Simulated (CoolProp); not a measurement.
Properties of fluorine along the isotherm 156.2 K (Tc = 144.4 K, pc = 52.40 bar, ω = 0.045).

Computed with CoolProp (reference Helmholtz-energy equation of state, de Reuck 1990).

| p (bar) | phase | density (kg/m³) | cv (kJ/(kg K)) | speed of sound (m/s) | fugacity coefficient |
|---|---|---|---|---|---|
| 0.0828 | gas | 0.2423 | 0.5516 | 218.5 | 0.9996 |
| 0.147 | gas | 0.4304 | 0.5518 | 218.4 | 0.9993 |
| 0.262 | gas | 0.7675 | 0.5521 | 218.4 | 0.9987 |
| 0.466 | gas | 1.366 | 0.5525 | 218.3 | 0.9977 |
| 0.828 | gas | 2.432 | 0.5534 | 218.1 | 0.9960 |
| 1.47 | gas | 4.332 | 0.5549 | 217.7 | 0.9929 |
| 2.62 | gas | 7.765 | 0.5576 | 217.1 | 0.9873 |
| 4.66 | gas | 13.96 | 0.5622 | 215.9 | 0.9774 |
| 8.28 | gas | 25.28 | 0.5704 | 213.8 | 0.9599 |
| 14.7 | gas | 46.57 | 0.5846 | 210.0 | 0.9288 |
| 26.2 | gas | 89.54 | 0.6100 | 203.1 | 0.8734 |
